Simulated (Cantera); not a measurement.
## Low-pressure radical oxidation in H2/O2

An isothermal, constant-pressure homogeneous reactor starts with 11.5 % H2, 88.5 % O2, equivalence ratio 0.065, at 1350 K and 10.00 Torr.

Cantera simulation using GRI-Mech 3.0 (53 species, 325 reactions); the numbers are that mechanism's predictions, not measurements. Radical loss at walls, strong at low pressure, is not modelled. The temperature is held fixed by assumption; the heat of reaction is taken as removed at once.

| t (s) | x H2 | x O2 | x HO2 | x H2O | x H | x OH | x O |
|---|---|---|---|---|---|---|---|
| 1.00e-6 | 0.115 | 0.885 | 1.16e-9 | <1e-12 | 1.14e-9 | 2.20e-11 | 2.21e-11 |
| 6.88e-6 | 0.115 | 0.885 | 7.98e-9 | 9.58e-11 | 7.13e-9 | 9.18e-10 | 9.49e-10 |
| 4.73e-5 | 0.115 | 0.885 | 5.49e-8 | 2.05e-8 | 4.37e-8 | 2.68e-8 | 3.17e-8 |
| 0.000325 | 0.115 | 0.885 | 3.91e-7 | 1.93e-5 | 9.00e-6 | 8.10e-6 | 1.06e-5 |
| 0.00224 | 0.00369 | 0.803 | 4.26e-6 | 0.0944 | 0.0243 | 0.0103 | 0.0638 |
| 0.0154 | 0.00259 | 0.829 | 4.16e-6 | 0.104 | 0.0132 | 0.00875 | 0.0419 |
| 0.106 | 0.000363 | 0.871 | 2.07e-6 | 0.119 | 0.000620 | 0.00335 | 0.00542 |
| 0.727 | 1.20e-5 | 0.877 | 1.83e-7 | 0.122 | 3.69e-6 | 0.000613 | 0.000178 |
| 5.00 | 7.41e-7 | 0.878 | 4.86e-8 | 0.122 | 5.69e-8 | 0.000153 | 1.10e-5 |
x: mole fraction; the columns are a selection and need not sum to one.

Equilibrium at this temperature and pressure: H2 2.32e-7, O2 0.878, HO2 6.49e-8, H2O 0.122, H 1.00e-8, OH 8.55e-5, O 3.45e-6 (gas phase only).
